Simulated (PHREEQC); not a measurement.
Dissolve 5.2 mmol/kgw HCl, 5 mmol/kgw CuSO4 and 150 mmol/kgw KCl at 10 °C. Closed to the air; pH follows from the charge balance.

All values are PHREEQC results (ion-association model, phreeqc.dat), not measurements.

| quantity | before | after |
|---|---|---|
| pH | 2.41 | 2.39 |
| ionic strength (mol/kgw) | 0.171 | 0.0202 |
| HSO4- (mol/kgw) | 0.000402 | 0.000668 |
| CuSO4 (mol/kgw) | 0.000298 | 0.000901 |
| CuCl+ (mol/kgw) | 0.000295 | 1.58e-5 |
| CuCl2 (mol/kgw) | 1.07e-5 | 2.79e-8 |

### Question
Name the change that produced these shifts.
A. temperature from 10 to 25 °C
B. 0.14 mol/kgw KNO3 added
C. 0.014 mol/kgw NaBr added
D. KCl left out
E. KCl from 0.15 to 0.015 mol/kgw

### Answer
D, KCl left out

This is a speciation only: nothing precipitates in the calculation. Constants without temperature data keep their 25 °C values here.
